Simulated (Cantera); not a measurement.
A closed system holds: 1 mol CaCl₂, a varied amount of O₂, 53 mol H₂, at 1750 K and 90.0 Pa.

These are equilibrium values from Cantera (NASA tables, ideal gas, pure condensed phases), not measurements of a reactor. Candidate condensed phases: Ca, CaCl₂, CaO, Ca(OH)₂, H₂O; 21 gas species. Condensed phases not in the tables: oxide chlorides. Equilibrium is a limit: real reactors are often held back by kinetics, nucleation or transport.

### Question
At 7.9 mol O₂, list the 5 most abundant gas species with their mole fractions, and the condensed phases.

### Answer
H₂ 0.684, H₂O 0.275, HCl 0.0322, H 0.00641, CaCl₂ 0.00221. Condensed: CaO(s).
